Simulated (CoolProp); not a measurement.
n-octane along the isobar 5.64 MPa: Z from the reference equation and from simpler models built on Tc = 568.7 K, pc = 2.484 MPa, ω = 0.398; each cubic takes its own stable root.

Computed with CoolProp (reference Helmholtz-energy equation of state, Beckmüller 2019).

```json
[
 {"T (K)": "332.3", "phase": "liquid", "reference": "0.3446", "van der Waals": "0.5993", "Soave-Redlich-Kwong": "0.3982", "Peng-Robinson": "0.3541"},
 {"T (K)": "338.3", "phase": "liquid", "reference": "0.3409", "van der Waals": "0.5917", "Soave-Redlich-Kwong": "0.3934", "Peng-Robinson": "0.3498"},
 {"T (K)": "344.2", "phase": "liquid", "reference": "0.3375", "van der Waals": "0.5846", "Soave-Redlich-Kwong": "0.3890", "Peng-Robinson": "0.3458"},
 {"T (K)": "350.2", "phase": "liquid", "reference": "0.3341", "van der Waals": "0.5777", "Soave-Redlich-Kwong": "0.3847", "Peng-Robinson": "0.3419"},
 {"T (K)": "356.1", "phase": "liquid", "reference": "0.3310", "van der Waals": "0.5711", "Soave-Redlich-Kwong": "0.3807", "Peng-Robinson": "0.3383"},
 {"T (K)": "362.1", "phase": "liquid", "reference": "0.3280", "van der Waals": "0.5648", "Soave-Redlich-Kwong": "0.3769", "Peng-Robinson": "0.3348"},
 {"T (K)": "368.1", "phase": "liquid", "reference": "0.3251", "van der Waals": "0.5587", "Soave-Redlich-Kwong": "0.3733", "Peng-Robinson": "0.3315"},
 {"T (K)": "374", "phase": "liquid", "reference": "0.3224", "van der Waals": "0.5529", "Soave-Redlich-Kwong": "0.3699", "Peng-Robinson": "0.3285"},
 {"T (K)": "380", "phase": "liquid", "reference": "0.3198", "van der Waals": "0.5474", "Soave-Redlich-Kwong": "0.3667", "Peng-Robinson": "0.3256"},
 {"T (K)": "386", "phase": "liquid", "reference": "0.3174", "van der Waals": "0.5420", "Soave-Redlich-Kwong": "0.3637", "Peng-Robinson": "0.3228"},
 {"T (K)": "391.9", "phase": "liquid", "reference": "0.3151", "van der Waals": "0.5370", "Soave-Redlich-Kwong": "0.3609", "Peng-Robinson": "0.3203"},
 {"T (K)": "397.9", "phase": "liquid", "reference": "0.3129", "van der Waals": "0.5321", "Soave-Redlich-Kwong": "0.3583", "Peng-Robinson": "0.3179"},
 {"T (K)": "403.8", "phase": "liquid", "reference": "0.3109", "van der Waals": "0.5275", "Soave-Redlich-Kwong": "0.3559", "Peng-Robinson": "0.3158"},
 {"T (K)": "409.8", "phase": "liquid", "reference": "0.3090", "van der Waals": "0.5231", "Soave-Redlich-Kwong": "0.3536", "Peng-Robinson": "0.3137"}
]
```
